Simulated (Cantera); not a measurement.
Cantera run:

```python
import numpy as np
import cantera as ct

gas_names = """
    Fe H H2 H2S N NH NH2 NH3 N2 N2H2 N2H4 S SH SN S2 S8
""".split()
cond_names = """
    Fe(a) Fe(c) Fe(d) Fe(L) FeS(a) FeS(b) FeS(c) FeS(L) FeS2(s) S(cr1) S(cr2) S(L)
""".split()


# ... load() reads the species with a 1 bar reference pressure and builds the phases ...
atoms = {
    'FeS': {'Fe': 1, 'S': 1},
    'H2': {'H': 2},
    'N2': {'N': 2},
}
top_T = {'FeS2(s)': 1010}  # K; cautious upper limits of use, not melting points


# ... equilibrate(T, P, feed) seeds the gas with the atoms and calls Mixture.equilibrate('TP', solver="vcs", rtol=1e-11, max_steps=5000) ...
results = []
feed = {'FeS': 1, 'H2': 500, 'N2': 0.65}  # mol
P = 330  # Pa
for T in [725, 925, 1125, 1325, 1525, 1725, 1925, 2125]:
    mix = equilibrate(T, P, feed)
    results.append((T, P, feed, dict(zip(mix.species_names, mix.species_moles))))

top = {s: max(r[3][s] / sum(r[3][g] for g in gas_names) for r in results) for s in gas_names}
cols = sorted((s for s in top if top[s] > 1e-06), key=lambda s: -top[s])[:9]
seen = [c for c in cond_names if any(r[3].get(c, 0) > 1e-12 for r in results)]
print("log10 of partial pressures in bar; condensed amounts in mol")
print(f"{'T/K':>10s}" + "".join(f"{s[:9]:>10s}" for s in cols + seen))
for T, P, feed, n in results:
    ng = sum(n[g] for g in gas_names)
    print(f"{T:10.4g}" + "".join(f"{np.log10(max(n[s] / ng * P / 1e5, 1e-99)):10.3f}" for s in cols)
          + "".join(f"{n.get(c, 0):10.4g}" for c in seen))
```

Result:

```
log10 of partial pressures in bar; condensed amounts in mol
       T/K        H2         H       H2S        Fe        N2         S        SH        S2     Fe(a)     Fe(c)    FeS(c)
       725    -2.482   -14.271    -6.742   -21.978    -5.368   -20.591   -13.970   -16.324   0.02746         0    0.9725
       925    -2.482   -10.826    -5.718   -15.560    -5.368   -14.823   -10.392   -11.497    0.2906         0    0.7094
      1125    -2.483    -8.594    -5.182   -11.473    -5.368   -11.215    -8.204    -8.618         1         0         0
      1325    -2.483    -7.028    -5.193    -8.659    -5.368    -9.075    -7.060    -7.373         0    0.9997         0
      1525    -2.483    -5.868    -5.260    -6.597    -5.368    -7.552    -6.275    -6.571         0    0.9616         0
      1725    -2.485    -4.974    -5.451    -5.183    -5.370    -6.518    -5.811    -6.230         0         0         0
      1925    -2.491    -4.265    -5.773    -5.186    -5.373    -5.865    -5.612    -6.291         0         0         0
      2125    -2.511    -3.696    -6.229    -5.196    -5.383    -5.512    -5.638    -6.699         0         0         0
```

These are equilibrium values from Cantera (NASA tables, ideal gas, pure condensed phases), not measurements of a reactor. FeS: taken at fixed stoichiometry. Gases not in the tables: S3 to S7.
